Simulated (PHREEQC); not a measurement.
A solution holds 1.1 mmol/kgw HF and 0.81 mmol/kgw (CH3)4NF, at 20 °C. Closed to the air; pH follows from the charge balance.

Computed with PHREEQC (ion-association model, phreeqc.dat).

| quantity | before | after |
|---|---|---|
| pH | 3.39 | 4.05 |
| ionic strength (mol/kgw) | 0.00124 | 0.000171 |
| F- (mol/kgw) | 0.00123 | 0.000171 |
| HF (mol/kgw) | 0.000670 | 2.04e-5 |
| HF2- (mol/kgw) | 3.04e-6 | 1.28e-8 |

**Question.** Which change was made?
A. (CH3)4NF left out
B. HF replaced by KF at the same molality
C. (CH3)4NF from 0.00081 to 0.000891 mol/kgw
D. diluted 10-fold with water
E. 0.00097 mol/kgw KBr added

**Answer.** D, diluted 10-fold with water

This is a speciation only: nothing precipitates in the calculation. (CH3)4N+ isn't in the database: it is added as a free cation with an ion size of 4 Å.
